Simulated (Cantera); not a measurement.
Charge: 1 mol FeS, 200 mol H2, 4.9 mol H2O, at 195 Torr.

Equilibrium computed with Cantera from the NASA thermochemical tables; the gas is ideal and each condensed phase is pure. Candidate condensed phases: Fe, FeO, Fe(OH)2, Fe(OH)3, FeS, FeSO4, FeS2, Fe2O3, Fe2(SO4)3, Fe3O4, H2O, H2SO4, S; 22 gas species. Mutual solubility and eutectic melting of coexisting phases are not modelled. FeS: taken at fixed stoichiometry. Rates play no part.

x: gas mole fraction; n: condensed amount in mol.

```
T (K)   x H2   x H2O     x H2S       x H  n Fe(α)    n FeS(s)  n Fe(γ)  n Fe(δ)
-----  -----  ------  --------  --------  -------  ----------  -------  -------
748    0.976  0.0239   7.52e-5    <1e-12   0.0154       0.985        0        0
848    0.976  0.0239  0.000262  3.69e-11   0.0538       0.946        0        0
948    0.975  0.0239  0.000697   1.02e-9    0.143  (withheld)        0        0
1048   0.975  0.0239   0.00154   1.50e-8    0.316  (withheld)        0        0
1148   0.973  0.0239   0.00303   1.39e-7    0.620  (withheld)        0        0
1248   0.971  0.0239   0.00488   9.03e-7        0           0    1.000        0
1348   0.971  0.0239   0.00487   4.47e-6        0           0    1.000        0
1448   0.971  0.0239   0.00484   1.78e-5        0           0    1.000        0
1548   0.971  0.0239   0.00479   5.95e-5        0           0    1.000        0
1648   0.971  0.0239   0.00469  0.000172        0           0    0.998        0
1748   0.971  0.0239   0.00451  0.000441        0           0        0    0.989
```

**Question.** Fill in the missing entries.

**Answer.** 
- 948, n FeS(s): 0.857
- 1048, n FeS(s): 0.684
- 1148, n FeS(s): 0.380
